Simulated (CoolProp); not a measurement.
Aqueous calcium chloride as a coolant, 22 % by mass, freezing at -22.0 °C, 1 atm.

Model: Melinder's fits for secondary coolants, in CoolProp.

```
T (°C)  viscosity (mPa s)  conductivity (W/(m K))  density (kg/m³)  Prandtl number
------  -----------------  ----------------------  ---------------  --------------
-16.7                5.97                   0.519             1210            33.6
-5.5                 4.11                   0.535             1207            22.7
5.7                  2.99                   0.551             1204            16.2
17                   2.26                   0.568             1201            12.1
28.2                 1.78                   0.584             1196            9.32
39.5                 1.44                   0.600             1189            7.38
```
